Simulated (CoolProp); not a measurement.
Vapour-liquid equilibrium of o-xylene (1) + n-nonane (2) at 397.6 K; x and y are mole fractions of (1).

The numbers come from the multi-fluid Helmholtz-energy mixture model, Zhou 2012 and Lemmon 2006; pair parameters Bell 2016 in CoolProp.

```csv
x,"bubble pressure, mixture model (MPa)","bubble pressure, Raoult's law (MPa)","y, mixture model","y, Raoult's law"
0.05,0.04874,0.04823,0.069,0.060
0.125,0.05019,0.04900,0.165,0.148
0.2,0.05155,0.04977,0.254,0.233
0.275,0.05279,0.05053,0.336,0.315
0.35,0.05391,0.05130,0.412,0.395
0.425,0.05490,0.05207,0.483,0.473
0.5,0.05576,0.05284,0.551,0.548
0.575,0.05650,0.05361,0.617,0.622
0.65,0.05710,0.05438,0.681,0.693
0.725,0.05757,0.05514,0.745,0.762
0.8,0.05790,0.05591,0.810,0.829
0.875,0.05807,0.05668,0.877,0.895
0.95,0.05807,0.05745,0.949,0.958
```

The largest gap from Raoult's law is +5.5 % in bubble pressure, at x = 0.5. y crosses x between x = 0.875 and 0.95: the model has an azeotrope there.

The pair parameters rest on a limited set of measurements; away from them the model extrapolates.
